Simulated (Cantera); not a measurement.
Feed: 1 mol B, 40 mol N2, 8.1 mol H2, held at 1102 °C and 0.00120 bar.

Equilibrium computed with Cantera from the NASA thermochemical tables; the gas is ideal and each condensed phase is pure. Candidate condensed phases: B, BN; 15 gas species. N2 is the only nitrogen source here; it is nearly inert below about 1500 K, so the nitride shown seldom forms there in practice. Equilibrium is a limit: real reactors are often held back by kinetics, nucleation or transport.

Base state: N2 0.830, H2 0.170, H 4.08e-5 (mole fractions); condensed: BN(s).

Problem. What changes in the equilibrium state with this change: B replaced by B2O3?

Solution. 
| species | before | after |
|---|---|---|
| N2 | 0.830 | 0.829 |
| H2 | 0.170 | 0.166 |
| HBO2 | 0 | 0.00243 |
| B2O3 | 0 | 0.00110 |
| HBO | 0 | 0.000691 |
| H2O | 0 | 0.000137 |
| BN(s), mol | 1.00 | 0.0312 |
| B2O3(l), mol | 0 | 0.855 |
Mutual solubility and eutectic melting of coexisting phases are not modelled. Further candidate phases: B2O3, B3O3H3, H2O.
